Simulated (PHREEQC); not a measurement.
**Metal-bearing waste water: speciation**

Dissolve 0.12 mol/kgw FeSO4, 0.00021 mol/kgw H2SO4 and 0.0027 mol/kgw Na2SO4 at 25 °C. Closed to the air; pH follows from the charge balance.

Equilibrium calculation in PHREEQC: ion-association model, wateq4f.dat.

Each row changes one thing in this solution. This is a speciation only: nothing precipitates in the calculation.

```tsv
case	pH	ionic strength (mol/kgw)	SO4-2 (mol/kgw)	HSO4- (mol/kgw)
as made	4.00	0.262	0.0660	0.000239
diluted 2-fold with water	4.15	0.142	0.0357	0.000107
H2SO4 from 0.00021 to 0.000315 mol/kgw	3.82	0.263	0.0660	0.000359
Na2SO4 left out	3.99	0.257	0.0641	0.000237
H2SO4 from 0.00021 to 0.000105 mol/kgw	4.30	0.262	0.0660	0.000120
FeSO4 replaced by K2SO4 at the same molality	4.02	0.304	0.0907	0.000299
diluted 5-fold with water	4.39	0.0636	0.0160	3.35e-5
```

Complexes and solids missing from the database can't appear.
